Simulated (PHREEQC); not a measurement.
Consider water at 87 °C with 0.23 mol/kgw ZnSO4. Closed to the air; pH follows from the charge balance.

All values are PHREEQC results (ion-association model, phreeqc.dat), not measurements.

pH: 4.92
ionic strength: 0.433 mol/kgw
density: 1.003 g/cm³

| species | molality | activity | log γ |
|---|---|---|---|
| Zn+2 | 0.108 | 0.0205 | -0.722 |
| ZnSO4 | 0.0901 | 0.0995 | 0.043 |
| SO4-2 | 0.0765 | 0.0139 | -0.739 |
| Zn(SO4)2-2 | 0.0317 | 0.00759 | -0.620 |
| ZnOH+ | 0.000132 | 9.21e-5 | -0.155 |
| HSO4- | 0.000116 | 8.10e-5 | -0.155 |
| H+ | 1.60e-5 | 1.19e-5 | -0.127 |
| OH- | 4.76e-8 | 2.91e-8 | -0.214 |
| Zn(OH)2 | 1.63e-9 | 1.80e-9 | 0.043 |

This is a speciation only: nothing precipitates in the calculation. Species that the database lacks are ignored. Constants without temperature data keep their 25 °C values here.
